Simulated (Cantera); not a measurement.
A Cantera script and what it prints.

```python
import numpy as np
import cantera as ct

gas_names = """
    H HNO HNO2 HNO3 HO2 H2 H2O H2O2 N NH NH2 NH3 NH2OH NO NO2 NO3 N2 N2H2 N2H4 N2O O OH O2 O3 Si SiH
    SiH2 SiH3 SiH4 SiN SiO SiO2 Si2 Si2N Si3
""".split()
cond_names = """
    H2O(s) H2O(L) Si(cr) Si(L) SiO2(Lqz) SiO2(hqz) SiO2(L) Si2N2O(s) Si3N4(a)
""".split()


# ... load() reads the species with a 1 bar reference pressure and builds the phases ...
atoms = {
    'SiH4': {'Si': 1, 'H': 4},
    'O3': {'O': 3},
    'N2': {'N': 2},
}
top_T = {'Si2N2O(s)': 2100, 'Si3N4(a)': 2400}  # K; cautious upper limits of use, not melting points


# ... equilibrate(T, P, feed) seeds the gas with the atoms and calls Mixture.equilibrate('TP', solver="vcs", rtol=1e-11, max_steps=5000) ...
results = []
feed = {'SiH4': 1, 'O3': 1.5, 'N2': 31}  # mol
P = 13332.2  # Pa
for T in [748, 773, 798, 823, 848, 873, 898, 923, 948, 973, 998, 1023, 1048]:
    mix = equilibrate(T, P, feed)
    results.append((T, P, feed, dict(zip(mix.species_names, mix.species_moles))))

top = {s: max(r[3][s] / sum(r[3][g] for g in gas_names) for r in results) for s in gas_names}
cols = sorted((s for s in top if top[s] > 0.0001), key=lambda s: -top[s])[:5]
seen = [c for c in cond_names if any(r[3].get(c, 0) > 1e-12 for r in results)]
print("log10 of partial pressures in bar; condensed amounts in mol")
print(f"{'T/K':>10s}" + "".join(f"{s[:9]:>10s}" for s in cols + seen))
for T, P, feed, n in results:
    ng = sum(n[g] for g in gas_names)
    print(f"{T:10.4g}" + "".join(f"{np.log10(max(n[s] / ng * P / 1e5, 1e-99)):10.3f}" for s in cols)
          + "".join(f"{n.get(c, 0):10.4g}" for c in seen))
```

Result:

```
log10 of partial pressures in bar; condensed amounts in mol
       T/K        N2       H2O        O2 SiO2(Lqz) SiO2(hqz)
       748    -0.906    -2.096    -2.999         1         0
       773    -0.906    -2.096    -2.999         1         0
       798    -0.906    -2.096    -2.999         1         0
       823    -0.906    -2.096    -2.999         1         0
       848    -0.906    -2.096    -2.999         0         1
       873    -0.906    -2.096    -2.999         0         1
       898    -0.906    -2.096    -2.999         0         1
       923    -0.906    -2.096    -2.999         0         1
       948    -0.906    -2.096    -2.999         0         1
       973    -0.906    -2.096    -2.999         0         1
       998    -0.906    -2.096    -2.999         0         1
      1023    -0.906    -2.096    -2.999         0         1
      1048    -0.906    -2.096    -2.999         0         1
```

Equilibrium computed with Cantera from the NASA thermochemical tables; the gas is ideal and each condensed phase is pure.
